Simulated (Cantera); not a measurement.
Input: 1 mol Si(CH3)4, 1.4 mol HCl, 730 mol H2, equilibrated at 1.65 Torr.

Equilibrium computed with Cantera from the NASA thermochemical tables; the gas is ideal and each condensed phase is pure. Candidate condensed phases: C, C6H6, C7H8, C8H18, Si, SiC; 109 gas species. Kinetics and transport are ignored.

Task: What share of the Si ends up in condensed phases as a function of T (°C), at 1450, 1500, 1550, 1600, 1650, 1700, 1750, 1800, 1850, 1900, 1950, 2000, 2050, 2100?

Result: 
```
T (°C)  Si condensed (%)      as
------  ----------------  ------
1450                99.4  SiC(s)
1500                98.3  SiC(s)
1550                95.5  SiC(s)
1600                89.0  SiC(s)
1650                73.8  SiC(s)
1700                39.9  SiC(s)
1750                 0.0       -
1800                 0.0       -
1850                 0.0       -
1900                 0.0       -
1950                 0.0       -
2000                 0.0       -
2050                 0.0       -
2100                 0.0       -
```
